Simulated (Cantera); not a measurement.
A perfectly stirred reactor is fed with NH3 : N2 = 1 : 2 (molar parts), at 0.987 atm; it is held at 1523 K, and followed from long to short residence time.

Model: the gas-phase N/H chemistry of the illustrative SiF4/NH3 mechanism in the Surface Chemkin manual (1991), integrated in Cantera. Walls and surfaces, which speed up NH3 decomposition in real reactors, are not modelled.

x: mole fraction; the columns are a selection and need not sum to one.

| τ (s) | x NH3 | x N2H2 | x N | x N2H4 | x N2 | x NH2 | x H2 |
|---|---|---|---|---|---|---|---|
| 1.4 | 0.313 | 1.16e-7 | 1.96e-9 | 7.89e-8 | 0.664 | 3.14e-5 | 0.0229 |
| 0.58 | 0.324 | 1.27e-7 | 1.19e-9 | 8.78e-8 | 0.666 | 3.31e-5 | 0.0103 |
| 0.25 | 0.329 | 1.31e-7 | 5.95e-10 | 9.28e-8 | 0.666 | 3.40e-5 | 0.00455 |
| 0.11 | 0.332 | 1.30e-7 | 2.74e-10 | 9.42e-8 | 0.666 | 3.43e-5 | 0.00200 |
| 0.045 | 0.333 | 1.25e-7 | 1.13e-10 | 9.13e-8 | 0.667 | 3.37e-5 | 0.000791 |
| 0.019 | 0.333 | 1.11e-7 | 4.80e-11 | 8.17e-8 | 0.667 | 3.19e-5 | 0.000306 |
| 0.0081 | 0.333 | 8.27e-8 | 1.99e-11 | 6.17e-8 | 0.667 | 2.78e-5 | 0.000106 |
| 0.0035 | 0.333 | 4.18e-8 | 7.41e-12 | 3.19e-8 | 0.667 | 2.00e-5 | 2.99e-5 |
| 0.0015 | 0.333 | 1.12e-8 | 2.39e-12 | 8.94e-9 | 0.667 | 1.06e-5 | 7.56e-6 |
| 0.00063 | 0.333 | [?] | <1e-12 | [?] | 0.667 | [?] | [?] |
| 0.00027 | 0.333 | 3.48e-10 | <1e-12 | 3.08e-10 | 0.667 | [?] | [?] |

**Question.** Some entries are withheld; supply them.

**Answer.** 
- 0.00063, x N2H2: 2.01e-9
- 0.00063, x N2H4: 1.69e-9
- 0.00063, x NH2: 4.60e-6
- 0.00063, x H2: 2.47e-6
- 0.00027, x NH2: 1.98e-6
- 0.00027, x H2: 1.00e-6
